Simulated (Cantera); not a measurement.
Feed: 1 mol SiF4, 0.66 mol NH3, 19 mol N2, at 0.100 bar.

Cantera equilibrium calculation (NASA polynomials, part measured and part estimated; ideal gas, pure solids and liquids). Candidate condensed phases: Si, Si3N4; 37 gas species. The tables' values for SiF3, SiF2 are old estimates; treat these amounts as uncertain. Kinetics and transport are ignored. All values below are at 1600 K.

Base state: N2 0.904, H2 0.0432, SiF4 0.0411, HF 0.00598, SiF3 0.00508, SiF2 0.000304, SiHF3 0.000285, H 3.57e-5 (mole fractions); condensed: gas only.

Problem. What changes in the equilibrium state with this change: pressure from 0.100 bar to 1.00 bar?

Solution. 
```csv
species,before,after
N2,0.904,0.905
H2,0.0432,0.0443
SiF4,0.0411,0.0433
HF,0.00598,0.00358
SiF3,0.00508,0.00287
SiF2,0.000304,9.18e-5
H,3.57e-5,1.14e-5
SiHF3,0.000285,0.000516
```
